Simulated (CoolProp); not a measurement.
Model: reference Helmholtz-energy equation of state, Akasaka 2020, in CoolProp.

**Question.** Give the vapour pressure (bar), liquid density (kg/m³), enthalpy of vaporisation (kJ/kg) of saturated R1123 at 275.6, 283.5, 323.1 K.

**Answer.** 
| T (K) | p (bar) | liquid density (kg/m³) | enthalpy of vaporisation (kJ/kg) |
|---|---|---|---|
| 275.6 | 11.6 | 1110 | 169 |
| 283.5 | 14.5 | 1080 | 159 |
| 323.1 | 37.7 | 800 | 82.1 |
